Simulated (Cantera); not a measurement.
## PbO + H₂O + N₂ (chemical vapour transport)

Feed: 1 mol PbO, 2.9 mol H₂O, 2.2 mol N₂, at 158 Torr.

Method: chemical equilibrium by Gibbs-energy minimisation in Cantera with the NASA 1993 tables (ideal gas, pure condensed phases). Candidate condensed phases: H₂O, Pb, PbO, PbO₂, Pb₃O₄; 27 gas species. Gases not in the tables: (PbO)n polymers. Rates play no part.

From 798 K to 1148 K the condensed part is PbO(yellow). From 1198 K to 1398 K the condensed part is PbO(l).

```tsv
T (K)	x H₂O	x N₂	x PbO	x Pb	n PbO(yellow)	n PbO(l)
798	0.569	0.431	3.00e-10	1.48e-11	1.00	0
848	0.569	0.431	3.61e-9	2.61e-10	1.00	0
898	0.569	0.431	3.27e-8	3.26e-9	1.00	0
948	0.569	0.431	2.33e-7	2.97e-8	1.000	0
998	0.569	0.431	1.36e-6	2.02e-7	1.000	0
1048	0.569	0.431	6.64e-6	1.07e-6	1.000	0
1098	0.569	0.431	2.79e-5	4.58e-6	1.000	0
1148	0.569	0.431	0.000103	1.68e-5	0.999	0
1198	0.568	0.431	0.000312	5.13e-5	0	0.998
1248	0.568	0.431	0.000838	0.000140	0	0.995
1298	0.567	0.430	0.00208	0.000351	0	0.988
1348	0.565	0.429	0.00479	0.000820	0	0.971
1398	0.561	0.426	0.0103	0.00179	0	0.937
```
x: gas mole fraction; n: condensed amount in mol.
